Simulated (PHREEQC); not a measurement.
Solution (25 °C): 0.23 mol H2SO4, 0.031 mol Li2SO4 and 0.0047 mol Fe2(SO4)3 per kg of water. Closed to the air; pH follows from the charge balance.

Model: ion-association model, phreeqc.dat, run in PHREEQC.

Each row changes one thing in this solution. No solid was allowed to form.

| case | pH | ionic strength (mol/kgw) | HSO4- (mol/kgw) | Li+ (mol/kgw) | SO4-2 (mol/kgw) | FeHSO4+2 (mol/kgw) | SI of Hematite (Fe2O3) | SI of Goethite (FeOOH) |
|---|---|---|---|---|---|---|---|---|
| as made | 0.74 | 0.350 | 0.223 | 0.0595 | 0.0394 | 0.00455 | -0.70 | -1.35 |
| temperature from 25 to 90 °C | 0.82 | 0.294 | 0.255 | 0.0614 | 0.0104 | 0.00579 | +3.79 | +0.76 |
| Li2SO4 from 0.031 to 0.0279 mol/kgw | 0.74 | 0.345 | 0.221 | 0.0536 | 0.0385 | 0.00458 | -0.71 | -1.36 |
| diluted 2-fold with water | 1.00 | 0.189 | 0.104 | 0.0299 | 0.0271 | 0.00158 | +0.67 | -0.67 |
| Fe2(SO4)3 from 0.0047 to 0.0094 mol/kgw | 0.76 | 0.364 | 0.225 | 0.0594 | 0.0415 | 0.00894 | -0.04 | -1.03 |
| 0.0048 mol/kgw Ca(OH)2 added | 0.76 | 0.351 | 0.220 | 0.0595 | 0.0402 | 0.00447 | -0.61 | -1.31 |

Some of these states are supersaturated (in Hematite (slow to form), Goethite (slow to form), for instance). Away from 25 °C the constants follow the database's enthalpies or fits; those with neither stay at their 25 °C values.
